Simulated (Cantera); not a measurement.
Charge: 1 mol C2H6, 0.023 mol O2, 12 mol H2, held at 602 °C and 350000 Pa.

Equilibrium computed with Cantera from the NASA thermochemical tables; the gas is ideal and each condensed phase is pure. Candidate condensed phases: C, C6H6, C7H8, C8H18, H2O; 110 gas species. The numbers say what is thermodynamically allowed, not how fast it happens.

Base state: H2 0.843, CH4 0.154, H2O 0.00350, CO 4.12e-5 (mole fractions); condensed: gas only.

Question: What changes in the equilibrium state with this change: C2H6 replaced by CO?

Answer: 
```csv
species,before,after
H2,0.843,0.815
H2O,0.00350,0.0938
CH4,0.154,0.0898
CO2,4.51e-7,0.000216
CO,4.12e-5,0.000712
```
